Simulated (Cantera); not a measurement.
## Halide evaporation, hydrolysis and transport: CaCl₂ + N₂

Input: 1 mol CaCl₂, 0.18 mol N₂, at 1775 °C and 0.133 bar.

Cantera equilibrium calculation (NASA polynomials, part measured and part estimated; ideal gas, pure solids and liquids). Candidate condensed phases: Ca, CaCl₂; 8 gas species. Rates play no part.

- x(CaCl₂) = 0.845
- x(N₂) = 0.152
- x(Cl) = 0.00148
- x(CaCl) = 0.00146
- x(Ca) = 1.04e-5
- gas amount = 1.182 mol
- log10 activity of CaCl₂(l) (absent) = -0.51
- log10 activity of Ca(l) (absent) = -6.43
